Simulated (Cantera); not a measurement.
An isothermal, constant-pressure homogeneous reactor starts with N2O : H2O = 1 : 0.012 (molar parts), at 1525 K and 100.0 Torr. Integrator tolerance rtol = 1e-08.

Computed with Cantera and GRI-Mech 3.0 (53 species, 325 reactions). GRI-Mech 3.0 was tuned for natural gas; its chemistry of N2O as a main component is partial and can be far from experiment. The temperature is held fixed by assumption; the heat of reaction is taken as removed at once.

### Question
What does this change do: temperature 1525 to 1075 K?

### Answer
```
quantity                                           before                                     after
----------------  ---------------------------------------  ----------------------------------------
x(N2O) at 6.00 s  6.17e-6 (gas-phase equilibrium 3.24e-8)     0.936 (gas-phase equilibrium 2.00e-9)
x(H2O) at 6.00 s  0.00791 (gas-phase equilibrium 0.00791)    0.0117 (gas-phase equilibrium 0.00794)
x(H2) at 6.00 s   1.14e-7 (gas-phase equilibrium 9.98e-8)  1.42e-9 (gas-phase equilibrium 2.67e-11)
x(OH) at 6.00 s   4.77e-5 (gas-phase equilibrium 5.07e-5)   2.20e-6 (gas-phase equilibrium 2.36e-7)
x(O2) at 6.00 s       0.257 (gas-phase equilibrium 0.330)      0.0164 (gas-phase equilibrium 0.331)
x(H) at 6.00 s    2.21e-8 (gas-phase equilibrium 2.06e-8)   6.29e-11 (gas-phase equilibrium <1e-12)
```
The mechanism lacks the step 2 NO + O2 → 2 NO2, which can matter for NO2 below about 1400 K.

### Question
What does this change do: temperature 1525 to 1450 K?

### Answer
| quantity | before | after |
|---|---|---|
| x(N2O) at 6.00 s | 6.17e-6 (gas-phase equilibrium 3.24e-8) | 4.39e-6 (gas-phase equilibrium 2.29e-8) |
| x(H2O) at 6.00 s | 0.00791 (gas-phase equilibrium 0.00791) | 0.00793 (gas-phase equilibrium 0.00792) |
| x(H2) at 6.00 s | 1.14e-7 (gas-phase equilibrium 9.98e-8) | 4.01e-8 (gas-phase equilibrium 3.60e-8) |
| x(OH) at 6.00 s | 4.77e-5 (gas-phase equilibrium 5.07e-5) | 2.48e-5 (gas-phase equilibrium 2.61e-5) |
| x(O2) at 6.00 s | 0.257 (gas-phase equilibrium 0.330) | 0.268 (gas-phase equilibrium 0.330) |
| x(H) at 6.00 s | 2.21e-8 (gas-phase equilibrium 2.06e-8) | 5.24e-9 (gas-phase equilibrium 4.95e-9) |

### Question
What does this change do: temperature 1525 to 1248 K?

### Answer
```csv
quantity,before,after
x(N2O) at 6.00 s,6.17e-6 (gas-phase equilibrium 3.24e-8),0.221 (gas-phase equilibrium 7.32e-9)
x(H2O) at 6.00 s,0.00791 (gas-phase equilibrium 0.00791),0.00881 (gas-phase equilibrium 0.00794)
x(H2) at 6.00 s,1.14e-7 (gas-phase equilibrium 9.98e-8),2.66e-8 (gas-phase equilibrium 1.26e-9)
x(OH) at 6.00 s,4.77e-5 (gas-phase equilibrium 5.07e-5),1.65e-5 (gas-phase equilibrium 2.94e-6)
x(O2) at 6.00 s,0.257 (gas-phase equilibrium 0.330),0.228 (gas-phase equilibrium 0.331)
x(H) at 6.00 s,2.21e-8 (gas-phase equilibrium 2.06e-8),4.85e-9 (gas-phase equilibrium 4.58e-11)
```
The mechanism lacks the step 2 NO + O2 → 2 NO2, which can matter for NO2 below about 1400 K.
